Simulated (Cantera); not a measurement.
A perfectly stirred reactor is fed with CH3OH : O2 : N2 = 0.0052 : 0.019 : 1 (molar parts), equivalence ratio 0.41, at 14300 Torr; it is held at 1548 K, and followed from long to short residence time.

Model: GRI-Mech 3.0 (53 species, 325 reactions), integrated in Cantera. GRI-Mech 3.0 was tuned for natural gas; its chemistry of methanol as a main component is partial and can be far from experiment. The pressure lies above the range GRI-Mech 3.0 was tuned for (to about 10 atm).

What does this change do: N2 1 to 0.51 parts?


| quantity | before | after |
|---|---|---|
| x(CH3OH) at τ = 8.90 s | 2.62e-8 | 3.37e-8 |
| x(O2) at τ = 8.90 s | 0.0109 | 0.0209 |
| x(HCO) at τ = 8.90 s | 5.87e-12 | 9.15e-12 |
| x(OH) at τ = 8.90 s | 1.01e-5 | 1.53e-5 |
| x(NO) at τ = 8.90 s | 3.48e-6 | 4.38e-6 |
| x(CH3OH) at τ = 44.0 ms | 1.65e-6 | 2.57e-6 |
| x(O2) at τ = 44.0 ms | 0.0109 | 0.0209 |
| x(HCO) at τ = 44.0 ms | 1.20e-9 | 1.86e-9 |
| x(OH) at τ = 44.0 ms | 3.02e-5 | 3.85e-5 |
| x(NO) at τ = 44.0 ms | 1.39e-6 | 1.08e-6 |

What does this change do: pressure from 14300 Torr to 555 Torr?


| quantity | before | after |
|---|---|---|
| x(CH3OH) at τ = 8.90 s | 2.62e-8 | 1.04e-7 |
| x(O2) at τ = 8.90 s | 0.0109 | 0.0109 |
| x(HCO) at τ = 8.90 s | 5.87e-12 | 1.51e-10 |
| x(OH) at τ = 8.90 s | 1.01e-5 | 5.77e-5 |
| x(NO) at τ = 8.90 s | 3.48e-6 | 5.14e-6 |
| x(CH3OH) at τ = 44.0 ms | 1.65e-6 | 2.27e-6 |
| x(O2) at τ = 44.0 ms | 0.0109 | 0.0109 |
| x(HCO) at τ = 44.0 ms | 1.20e-9 | 2.93e-8 |
| x(OH) at τ = 44.0 ms | 3.02e-5 | 0.000281 |
| x(NO) at τ = 44.0 ms | 1.39e-6 | 2.38e-6 |
